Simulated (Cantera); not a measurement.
Equilibrium for oxide etching and cleaning by halides: CaO + Cl2 + N2

Input: 1 mol CaO, 3 mol Cl2, 3 mol N2, held at 8.30 Pa.

Equilibrium computed with Cantera from the NASA thermochemical tables; the gas is ideal and each condensed phase is pure. Candidate condensed phases: Ca, CaCl2, CaO; 17 gas species. Condensed phases not in the tables: oxide chlorides. The numbers say what is thermodynamically allowed, not how fast it happens.

At 900 °C the condensed part is CaCl2(l). From 950 °C to 1400 °C nothing is condensed. The main Ca-bearing gas is CaCl2 throughout.

```csv
T (°C),log p N2,log p Cl,log p Cl2,log p CaCl2,log p O2,n CaCl2(l)
900,-4.41,-4.82,-4.73,-5.43,-5.19,0.717
950,-4.47,-4.68,-4.92,-4.95,-5.25,0
1000,-4.49,-4.57,-5.11,-4.97,-5.27,0
1050,-4.51,-4.49,-5.35,-4.99,-5.29,0
1100,-4.52,-4.45,-5.62,-5.00,-5.30,0
1150,-4.53,-4.43,-5.92,-5.00,-5.31,0
1200,-4.53,-4.42,-6.21,-5.01,-5.31,0
1250,-4.53,-4.41,-6.49,-5.01,-5.31,0
1300,-4.53,-4.41,-6.76,-5.01,-5.31,0
1350,-4.53,-4.41,-7.02,-5.01,-5.32,0
1400,-4.53,-4.41,-7.26,-5.01,-5.32,0
```
log p: log10 of the partial pressure in bar; n: condensed amount in mol.
